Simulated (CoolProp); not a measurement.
Vapour-liquid equilibrium of dimethyl carbonate (1) + n-nonane (2) at 21 kPa; x and y are mole fractions of (1).

The numbers come from the multi-fluid Helmholtz-energy mixture model, Zhou 2011 and Lemmon 2006; pair parameters Bell 2016 in CoolProp.

```
x      bubble temperature, mixture model (°C)  bubble temperature, Raoult's law (°C)  y, mixture model  y, Raoult's law
-----  --------------------------------------  -------------------------------------  ----------------  ---------------
0.05                                     81.1                                   93.0             0.537            0.264
0.125                                    65.4                                   84.8             0.781            0.508
0.2                                      57.4                                   78.4             0.859            0.654
0.275                                    53.1                                   73.2             0.892            0.749
0.35                                     50.9                                   68.8             0.908            0.815
0.425                                    49.8                                   65.1             0.915            0.861
0.5                                      49.3                                   61.9             0.919            0.896
0.575                                    49.2                                   59.1             0.920            0.923
0.65                                     49.1                                   56.6             0.921            0.944
0.725                                    49.0                                   54.3             0.923            0.961
0.8                                      48.7                                   52.3             0.927            0.974
0.875                                    48.3                                   50.4             0.939            0.985
0.95                                     47.8                                   48.7             0.966            0.995
```

The largest gap from Raoult's law is -21.0 K in bubble temperature, at x = 0.2. No azeotrope shows between x = 0.05 and 0.95.

The pair parameters rest on a limited set of measurements; away from them the model extrapolates. With so large a gap from Raoult's law the liquid may split in two, which this calculation doesn't test in full.
